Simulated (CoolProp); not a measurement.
Vapour-liquid equilibrium of ethane (1) + C3F8 (R218) (2) at 0.517 MPa; x and y are mole fractions of (1).

The numbers come from the multi-fluid Helmholtz-energy mixture model, Bücker 2006 and Lemmon 2006; pair parameters Bell 2016 in CoolProp.

```tsv
x	bubble temperature, mixture model (°C)	bubble temperature, Raoult's law (°C)	y, mixture model	y, Raoult's law
0.05	?	0.2	0.281	0.232
0.2	?	-15.4	0.729	0.624
0.35	?	-26.4	?	0.801
0.5	?	-34.7	?	0.892
0.65	-46.5	-41.1	?	0.944
0.8	-48.6	-46.2	0.940	0.975
0.95	-51.0	-50.5	0.979	0.995
```

### Question
Complete the blanks.

### Answer

- 0.05, bubble temperature, mixture model (°C): -3.2
- 0.2, bubble temperature, mixture model (°C): -27.5
- 0.35, bubble temperature, mixture model (°C): -39.0
- 0.35, y, mixture model: 0.852
- 0.5, bubble temperature, mixture model (°C): -43.9
- 0.5, y, mixture model: 0.894
- 0.65, y, mixture model: 0.916

The largest gap from Raoult's law is -12.6 K in bubble temperature, at x = 0.35. No azeotrope shows between x = 0.05 and 0.95.

The pair parameters rest on a limited set of measurements; away from them the model extrapolates. With so large a gap from Raoult's law the liquid may split in two, which this calculation doesn't test in full.
